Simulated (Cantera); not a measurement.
A freely propagating, adiabatic, planar premixed flame of CH4 : C2H6 : O2 : N2 = 1 : 0.42 : 2.48 : 9.32 (molar parts), equivalence ratio 1.4, unburnt at 600 K and 750 Torr; mixture-averaged transport, grid criteria slope 0.08 and curve 0.16, no radiation.

Computed with Cantera and GRI-Mech 3.0 (53 species, 325 reactions). Burning velocities carry a grid error of a few per cent, more on coarse grids.

Problem. How do the results move with these cheaper or finer settings: unity-Lewis-number transport; multicomponent transport; multicomponent+Soret transport; grid criteria slope 0.5, curve 1; grid criteria slope 0.25, curve 0.5; grid criteria slope 0.03, curve 0.06?

Solution. 
```json
[
 {"setting": "as above", "laminar burning velocity": "89.5 cm/s", "thermal thickness": "0.407 mm", "peak x(H2)": "0.0573", "peak x(CO)": "0.0889", "grid points": "153"},
 {"setting": "unity-Lewis-number transport", "laminar burning velocity": "60.9 cm/s", "thermal thickness": "0.516 mm", "peak x(H2)": "0.0558", "peak x(CO)": "0.0849", "grid points": "141"},
 {"setting": "multicomponent transport", "laminar burning velocity": "89.4 cm/s", "thermal thickness": "0.413 mm", "peak x(H2)": "0.0574", "peak x(CO)": "0.0889", "grid points": "154"},
 {"setting": "multicomponent+Soret transport", "laminar burning velocity": "89.6 cm/s", "thermal thickness": "0.406 mm", "peak x(H2)": "0.0566", "peak x(CO)": "0.0888", "grid points": "155"},
 {"setting": "grid criteria slope 0.5, curve 1", "laminar burning velocity": "102 cm/s", "thermal thickness": "0.444 mm", "peak x(H2)": "0.0575", "peak x(CO)": "0.0889", "grid points": "39"},
 {"setting": "grid criteria slope 0.25, curve 0.5", "laminar burning velocity": "93.5 cm/s", "thermal thickness": "0.419 mm", "peak x(H2)": "0.0578", "peak x(CO)": "0.0889", "grid points": "60"},
 {"setting": "grid criteria slope 0.03, curve 0.06", "laminar burning velocity": "88.8 cm/s", "thermal thickness": "0.403 mm", "peak x(H2)": "0.0567", "peak x(CO)": "0.0888", "grid points": "358"}
]
```
The base run took about 5 core-seconds (a rough figure).
Unity Lewis numbers drop preferential diffusion, which matters most where H2 and H carry the flame; Soret adds thermal diffusion.
